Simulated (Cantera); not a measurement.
Cantera run, input and output.

```python
import numpy as np
import cantera as ct

surf = ct.Interface("diamond.yaml", "diamond_100")
gas, bulk = surf.adjacent["gas"], surf.adjacent["diamond"]
k = surf.kinetics_species_index(bulk.species_names[0])
cover = ["c6HH", "c6H*", "c6*H", "c6**", "c6HM", "c6B"]

rows, drift = [], 0.0
print(f"{'P':>10s}{'um/h':>11s}" + "".join(f"{s:>11s}" for s in cover))
for v in [400, 750, 1400, 2700, 5100, 9600, 18000, 34000]:
    T, P, xH, xCH3 = 1348, v, 0.0025, 1.8e-05
    gas.TPX = T, P, {"H": xH, "CH3": xCH3, "CH4": 0.0026, "H2": 1 - xH - xCH3 - 0.0026}
    surf.TP = bulk.TP = T, P
    surf.coverages = "c6H*:0.1, c6HH:0.9"
    surf.advance_coverages(100.0)
    before = surf.coverages
    surf.advance_coverages(100.0)
    drift = max(drift, np.max(np.abs(surf.coverages - before) / (surf.coverages + 1e-9)))
    rate = surf.net_production_rates[k] * bulk.mean_molecular_weight / bulk.density * 3.6e9
    rows.append([rate, *surf[cover].coverages])
    print(f"{v:10.4g}{rate:11.4e}" + "".join(f"{x:11.3e}" for x in rows[-1][1:]))
```

It prints:

```
         P       um/h       c6HH       c6H*       c6*H       c6**       c6HM        c6B
       400 3.5004e-03  3.772e-01  5.319e-02  5.262e-01  4.337e-02  1.004e-06  9.499e-12
       750 9.7551e-03  3.774e-01  5.318e-02  5.260e-01  4.333e-02  2.018e-06  2.647e-11
      1400 2.4715e-02  3.775e-01  5.317e-02  5.259e-01  4.330e-02  4.027e-06  6.706e-11
      2700 6.0428e-02  3.776e-01  5.317e-02  5.259e-01  4.329e-02  8.207e-06  1.640e-10
      5100 1.3626e-01  3.776e-01  5.318e-02  5.258e-01  4.328e-02  1.601e-05  3.698e-10
      9600 3.0193e-01  3.776e-01  5.320e-02  5.257e-01  4.328e-02  3.047e-05  8.193e-10
   1.8e+04 6.8143e-01  3.776e-01  5.323e-02  5.257e-01  4.328e-02  5.650e-05  1.849e-09
   3.4e+04 1.6313e+00  3.776e-01  5.330e-02  5.255e-01  4.330e-02  1.027e-04  4.427e-09
```

Detailed kinetics in Cantera: the Harris–Goodwin 1993 mechanism for the reconstructed diamond (100) surface.
